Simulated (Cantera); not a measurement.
A perfectly stirred reactor is fed with CO : H2 : CH4 : O2 : N2 = 1 : 0.95 : 0.42 : 4.43 : 16.6 (molar parts), equivalence ratio 0.41, at 35000 Pa; it is adiabatic with a 400 K inlet, and is followed from long to short residence time, starting on the burning branch (τ in s: 0.25, 0.095, 0.036, 0.013, 0.0051, 0.0019, 0.00072, 0.00027, 0.0001, 3.8e-05, 1.5e-05).

Computed with Cantera and GRI-Mech 3.0 (53 species, 325 reactions).

One state of this run: T (K) = 1472; x CO = 0.00172; x H2 = 0.000375; x CH4 = 2.02e-5; x HCN = 3.43e-10; x NO = 2.28e-6; x HCO = 4.46e-8. x: mole fraction; the columns are a selection and need not sum to one.

Which value of τ (s) does it belong to?
A. 3.8e-5
B. 0.25
C. 0.036
D. 1.5e-5

C, 0.036
